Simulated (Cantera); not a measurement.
A perfectly stirred reactor is fed with NH₃ : H₂ = 1 : 9.2 (molar parts), at 1100 Pa; it is held at 2223 K, and followed from long to short residence time.

Cantera simulation using the gas-phase N/H chemistry of the illustrative SiF4/NH3 mechanism in the Surface Chemkin manual (1991); the numbers are that mechanism's predictions, not measurements. Walls and surfaces, which speed up NH3 decomposition in real reactors, are not modelled.

### Question
What does this change do: temperature 2223 to 1500 K?

### Answer
```
quantity                 before     after
---------------------  --------  --------
x(NH₃) at τ = 8.70 s   0.000209    0.0978
x(H₂) at τ = 8.70 s       0.926     0.902
x(H) at τ = 8.70 s       0.0303   5.14e-5
x(NH) at τ = 8.70 s     1.67e-5   6.74e-8
x(N) at τ = 8.70 s      3.04e-5   3.18e-9
x(NH₃) at τ = 0.190 s    0.0617    0.0980
x(H₂) at τ = 0.190 s      0.919     0.902
x(H) at τ = 0.190 s     0.00264   2.41e-6
x(NH) at τ = 0.190 s    3.71e-5  1.49e-10
x(N) at τ = 0.190 s     5.82e-6    <1e-12
```

### Question
What does this change do: H2 9.2 to 2.6 parts?

### Answer
| quantity | before | after |
|---|---|---|
| x(NH₃) at τ = 8.70 s | 0.000209 | 0.00351 |
| x(H₂) at τ = 8.70 s | 0.926 | 0.881 |
| x(H) at τ = 8.70 s | 0.0303 | 0.00804 |
| x(NH) at τ = 8.70 s | 1.67e-5 | 2.18e-5 |
| x(N) at τ = 8.70 s | 3.04e-5 | 1.11e-5 |
| x(NH₃) at τ = 0.190 s | 0.0617 | 0.159 |
| x(H₂) at τ = 0.190 s | 0.919 | 0.792 |
| x(H) at τ = 0.190 s | 0.00264 | 0.00173 |
| x(NH) at τ = 0.190 s | 3.71e-5 | 5.38e-5 |
| x(N) at τ = 0.190 s | 5.82e-6 | 6.24e-6 |

### Question
What does this change do: H2 9.2 to 5.7 parts?

### Answer
```csv
quantity,before,after
x(NH₃) at τ = 8.70 s,0.000209,0.000579
x(H₂) at τ = 8.70 s,0.926,0.916
x(H) at τ = 8.70 s,0.0303,0.0196
x(NH) at τ = 8.70 s,1.67e-5,1.97e-5
x(N) at τ = 8.70 s,3.04e-5,2.35e-5
x(NH₃) at τ = 0.190 s,0.0617,0.0913
x(H₂) at τ = 0.190 s,0.919,0.881
x(H) at τ = 0.190 s,0.00264,0.00226
x(NH) at τ = 0.190 s,3.71e-5,4.34e-5
x(N) at τ = 0.190 s,5.82e-6,6.02e-6
```
